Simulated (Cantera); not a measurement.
An isothermal, constant-pressure homogeneous reactor starts with C₂H₆ : O₂ : N₂ : CH₄ = 0.011 : 0.0068 : 1 : 0.055 (molar parts), equivalence ratio 22, at 1600 K and 1.40 bar.

Detailed kinetics in Cantera: GRI-Mech 3.0 (53 species, 325 reactions). GRI-Mech 3.0 stops at C3 and has no aromatics, soot or wall deposition, so with more carbon than oxygen in the feed, carbon stays in small species such as C2H2 where larger ones or solid carbon would form.

Question: Predict: x(C₂H₆) at 4.00 s; x(CH₂) at 4.00 s; x(CO) at 4.00 s; x(CO₂) at 4.00 s.

Answer: 
```
Property                                             Result
-----------------  ----------------------------------------
x(C₂H₆) at 4.00 s   3.00e-7 (gas-phase equilibrium 5.47e-8)
x(CH₂) at 4.00 s   1.36e-9 (gas-phase equilibrium 4.40e-10)
x(CO) at 4.00 s      0.00906 (gas-phase equilibrium 0.0118)
x(CO₂) at 4.00 s    8.93e-5 (gas-phase equilibrium 1.10e-9)
```
